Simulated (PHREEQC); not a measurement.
Consider water at 20 °C with 0.24 mol/kgw NiSO4, 0.00014 mol/kgw ZnCl2, 0.0027 mol/kgw NaF and 0.023 mol/kgw Na2SO4. Closed to the air; pH follows from the charge balance.

All values are PHREEQC results (ion-association model, wateq4f.dat), not measurements.

| Item | Value |
|---|---|
| pH | 6.09 |
| ionic strength | 0.485 mol/kgw |
| activity of water | 0.993 |

```
species     molality  activity   log γ
----------  --------  --------  ------
NiSO4          0.133     0.148   0.048
SO4-2          0.123    0.0259  -0.677
Ni+2           0.106    0.0307  -0.536
Na+           0.0431    0.0307  -0.148
NaSO4-       0.00554   0.00385  -0.158
F-           0.00175   0.00112  -0.196
NiF+        0.000931  0.000684  -0.134
Ni(SO4)2-2  0.000740  0.000215  -0.536
Cl-         0.000262  0.000170  -0.189
ZnSO4        5.39e-5   6.02e-5   0.048
Zn(SO4)2-2   4.53e-5   1.32e-5  -0.536
Zn+2         4.06e-5   1.03e-5  -0.595
NiCl+        1.78e-5   1.31e-5  -0.134
```

Precipitation was switched off in this run. The solution is supersaturated, for example in Ni(OH)2, so a real one may precipitate; this is no full list.
